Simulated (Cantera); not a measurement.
An adiabatic, constant-pressure homogeneous reactor starts with CH₄ : CO : O₂ : N₂ = 1 : 0.17 : 3.79 : 14.3 (molar parts), at 1300 K and 0.612 atm. Integrator tolerance rtol = 1e-08.

Model: GRI-Mech 3.0 (53 species, 325 reactions), integrated in Cantera.

### Question
What does this change do: 0.18 parts H2 added?

### Answer
| quantity | before | after |
|---|---|---|
| time of steepest temperature rise | 12.5 ms | 3.55 ms |
| temperature at 5.00 s | 2338 K | 2371 K |
| equilibrium temperature | 2338 K | 2371 K |
| x(CH₄) at 5.00 s | <1e-12 (gas-phase equilibrium <1e-12) | <1e-12 (gas-phase equilibrium <1e-12) |
| x(CO) at 5.00 s | 0.00372 (gas-phase equilibrium 0.00372) | 0.00457 (gas-phase equilibrium 0.00457) |
| x(O₂) at 5.00 s | 0.0828 (gas-phase equilibrium 0.0828) | 0.0777 (gas-phase equilibrium 0.0777) |
| x(H₂O₂) at 5.00 s | 1.09e-7 (gas-phase equilibrium 1.09e-7) | 1.23e-7 (gas-phase equilibrium 1.23e-7) |
| x(HO₂) at 5.00 s | 4.00e-6 (gas-phase equilibrium 4.00e-6) | 4.35e-6 (gas-phase equilibrium 4.35e-6) |

### Question
What does this change do: initial temperature 1300 to 1125 K?

### Answer
```csv
quantity,before,after
time of steepest temperature rise,12.5 ms,0.165 s
temperature at 5.00 s,2338 K,2220 K
equilibrium temperature,2338 K,2220 K
x(CH₄) at 5.00 s,<1e-12 (gas-phase equilibrium <1e-12),<1e-12 (gas-phase equilibrium <1e-12)
x(CO) at 5.00 s,0.00372 (gas-phase equilibrium 0.00372),0.00179 (gas-phase equilibrium 0.00179)
x(O₂) at 5.00 s,0.0828 (gas-phase equilibrium 0.0828),0.0840 (gas-phase equilibrium 0.0840)
x(H₂O₂) at 5.00 s,1.09e-7 (gas-phase equilibrium 1.09e-7),8.26e-8 (gas-phase equilibrium 8.26e-8)
x(HO₂) at 5.00 s,4.00e-6 (gas-phase equilibrium 4.00e-6),2.83e-6 (gas-phase equilibrium 2.83e-6)
```

### Question
What does this change do: CH4 1 to 2.7 parts?

### Answer
```tsv
quantity	before	after
time of steepest temperature rise	12.5 ms	21.7 ms
temperature at 5.00 s	2338 K	2603 K
equilibrium temperature	2338 K	2603 K
x(CH₄) at 5.00 s	<1e-12 (gas-phase equilibrium <1e-12)	<1e-12 (gas-phase equilibrium <1e-12)
x(CO) at 5.00 s	0.00372 (gas-phase equilibrium 0.00372)	0.0889 (gas-phase equilibrium 0.0889)
x(O₂) at 5.00 s	0.0828 (gas-phase equilibrium 0.0828)	0.00106 (gas-phase equilibrium 0.00106)
x(H₂O₂) at 5.00 s	1.09e-7 (gas-phase equilibrium 1.09e-7)	3.68e-8 (gas-phase equilibrium 3.68e-8)
x(HO₂) at 5.00 s	4.00e-6 (gas-phase equilibrium 4.00e-6)	3.99e-7 (gas-phase equilibrium 3.99e-7)
```
